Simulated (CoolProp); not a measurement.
200 sccm (0 °C, 1 atm) of nitrogen bubbles through liquid 1,2-dichloroethane at 305.8 K and leaves saturated at a total pressure of 0.15 MPa (ideal gas phase). Each further row changes one setting.

Model: reference Helmholtz-energy equation of state, Thol 2015, in CoolProp.

```tsv
case	vapour pressure (kPa)	mole fraction of vapour	delivery (mg/min)	delivery (sccm)	change of delivery for a bath 1 K warmer (%)
as stated	15.0	0.0999	98.0	22.2	5.1
bath temperature 310.8 K	18.7	0.125	126	28.5	5.1
total pressure 0.3 MPa	15.0	0.0500	46.4	10.5	4.8
```
